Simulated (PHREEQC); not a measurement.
NaOH is added in steps, without added water, to 1 kg of water holding 0.0024 mol KHCO3 and 0.00027 mol Na2HPO4, at 25 °C. O2 is buffered at 0.21 atm. No CO2 enters from the air. Only these solids could form: Nahcolite, Natron.

Base run: PHREEQC, ion-association model, wateq4f.dat. Each further column changes one thing. The table gives PO4-3 (mol/kgw).

```tsv
NaOH added (mol)	base	Davies equation for every ion	all activity coefficients set to 1	Debye-Hückel limiting law	metal-ligand complexes left out
0	3.76e-8	3.77e-8	3.18e-8	3.82e-8	3.79e-8
0.00034	4.38e-7	4.38e-7	3.76e-7	4.44e-7	4.45e-7
0.000595	8.50e-7	8.51e-7	7.22e-7	8.64e-7	8.66e-7
0.000935	1.56e-6	1.57e-6	1.31e-6	1.59e-6	1.60e-6
0.001275	2.54e-6	2.55e-6	2.09e-6	2.60e-6	2.61e-6
0.00153	3.52e-6	3.53e-6	2.85e-6	3.61e-6	3.61e-6
0.00187	5.26e-6	5.29e-6	4.16e-6	5.43e-6	5.40e-6
0.002125	6.97e-6	7.01e-6	5.41e-6	7.22e-6	7.15e-6
0.002465	9.85e-6	9.91e-6	7.45e-6	1.03e-5	1.01e-5
0.002805	1.33e-5	1.34e-5	9.89e-6	1.40e-5	1.36e-5
0.00306	1.63e-5	1.64e-5	1.19e-5	1.71e-5	1.66e-5
0.0034	2.05e-5	2.07e-5	1.48e-5	2.15e-5	2.08e-5
```

H3PO4, which wateq4f.dat lacks, is added to it with the constant of phreeqc.dat.
